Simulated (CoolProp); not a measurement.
The numbers come from the reference Helmholtz-energy equation of state, Zhou 2012 in CoolProp.

Q: For m-xylene, give the phase and the density (kg/m³), cv (kJ/(kg K)), speed of sound (m/s), Prandtl number at 346.85 °C and 1.36 MPa.

A: 
- 346.85 °C and 1.36 MPa: gas; density 33.0, cv 2.19, speed of sound 192, Prandtl number 0.754

Viscosity comes from a separate model (Cao 2016). Thermal conductivity comes from a separate model (Mylona 2014).
